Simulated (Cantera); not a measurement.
What does this Cantera script print?

```python
import numpy as np
import cantera as ct

gas_names = [...]  # 113 gases of nasa_gas.yaml made of C, H, O, Pb
cond_names = """
    C(gr) C6H6(L) C7H8(L) C8H18(L),n-octa H2O(s) H2O(L) Pb(cr) Pb(L) PbO(rd) PbO(yw) PbO(L) PbO2(s)
    Pb3O4(s)
""".split()


# ... load() reads the species with a 1 bar reference pressure and builds the phases ...
atoms = {
    'PbO': {'Pb': 1, 'O': 1},
    'C': {'C': 1},
    'H2': {'H': 2},
}
top_T = {'C(gr)': 4500, 'Pb3O4(s)': 820}  # K; cautious upper limits of use, not melting points


# ... equilibrate(T, P, feed) seeds the gas with the atoms and calls Mixture.equilibrate('TP', solver="vcs", rtol=1e-11, max_steps=5000) ...
results = []
feed = {'PbO': 1, 'C': 4.3, 'H2': 0.19}  # mol
P = 53000  # Pa
for T in [1200, 1250, 1300, 1350, 1400, 1450, 1500, 1550, 1600, 1650, 1700, 1750]:
    mix = equilibrate(T, P, feed)
    results.append((T, P, feed, dict(zip(mix.species_names, mix.species_moles))))
    x = sorted(zip(gas.X, gas.species_names), reverse=True)
    print(f"T = {T:g} K  P = {P:g} Pa  gas = {mix.phase_moles(0):.4g} mol")
    print("   x: " + "  ".join(f"{s} {v:.3e}" for v, s in x if v > 0.0001))
    print("   condensed (mol): " + ("  ".join(f"{mix.phase(i).name} {mix.phase_moles(i):.4g}"
          for i in range(1, mix.n_phases) if mix.phase_moles(i) > 1e-12) or "none"))
```

It prints:

```
T = 1200 K  P = 53000 Pa  gas = 1.181 mol
   x: CO 8.312e-01  H2 1.587e-01  CO2 6.920e-03  H2O 1.814e-03  Pb 1.213e-03  CH4 2.108e-04
   condensed (mol): C(gr) 3.31  Pb(L) 0.9986
T = 1250 K  P = 53000 Pa  gas = 1.187 mol
   x: CO 8.341e-01  H2 1.587e-01  CO2 3.548e-03  Pb 2.523e-03  H2O 1.056e-03  CH4 1.467e-04
   condensed (mol): C(gr) 3.305  Pb(L) 0.997
T = 1300 K  P = 53000 Pa  gas = 1.193 mol
   x: CO 8.339e-01  H2 1.584e-01  Pb 4.951e-03  CO2 1.906e-03  H2O 6.385e-04  CH4 1.046e-04
   condensed (mol): C(gr) 3.303  Pb(L) 0.9941
T = 1350 K  P = 53000 Pa  gas = 1.199 mol
   x: CO 8.313e-01  H2 1.579e-01  Pb 9.231e-03  CO2 1.068e-03  H2O 3.986e-04
   condensed (mol): C(gr) 3.302  Pb(L) 0.9889
T = 1400 K  P = 53000 Pa  gas = 1.209 mol
   x: CO 8.258e-01  H2 1.568e-01  Pb 1.644e-02  CO2 6.201e-04  H2O 2.556e-04
   condensed (mol): C(gr) 3.301  Pb(L) 0.9801
T = 1450 K  P = 53000 Pa  gas = 1.224 mol
   x: CO 8.163e-01  H2 1.550e-01  Pb 2.811e-02  CO2 3.704e-04  H2O 1.673e-04
   condensed (mol): C(gr) 3.301  Pb(L) 0.9656
T = 1500 K  P = 53000 Pa  gas = 1.247 mol
   x: CO 8.011e-01  H2 1.521e-01  Pb 4.633e-02  CO2 2.258e-04  H2O 1.109e-04
   condensed (mol): C(gr) 3.3  Pb(L) 0.9422
T = 1550 K  P = 53000 Pa  gas = 1.285 mol
   x: CO 7.781e-01  H2 1.478e-01  Pb 7.387e-02  CO2 1.390e-04
   condensed (mol): C(gr) 3.3  Pb(L) 0.905
T = 1600 K  P = 53000 Pa  gas = 1.343 mol
   x: CO 7.441e-01  H2 1.413e-01  Pb 1.143e-01
   condensed (mol): C(gr) 3.3  Pb(L) 0.8462
T = 1650 K  P = 53000 Pa  gas = 1.438 mol
   x: CO 6.955e-01  Pb 1.721e-01  H2 1.321e-01  Pb2 1.708e-04
   condensed (mol): C(gr) 3.3  Pb(L) 0.7521
T = 1700 K  P = 53000 Pa  gas = 1.593 mol
   x: CO 6.275e-01  Pb 2.529e-01  H2 1.192e-01  Pb2 3.227e-04
   condensed (mol): C(gr) 3.3  Pb(L) 0.5961
T = 1750 K  P = 53000 Pa  gas = 1.87 mol
   x: CO 5.346e-01  Pb 3.632e-01  H2 1.015e-01  Pb2 5.867e-04  H 1.018e-04
   condensed (mol): C(gr) 3.3  Pb(L) 0.3185
```

Method: chemical equilibrium by Gibbs-energy minimisation in Cantera with the NASA 1993 tables (ideal gas, pure condensed phases).
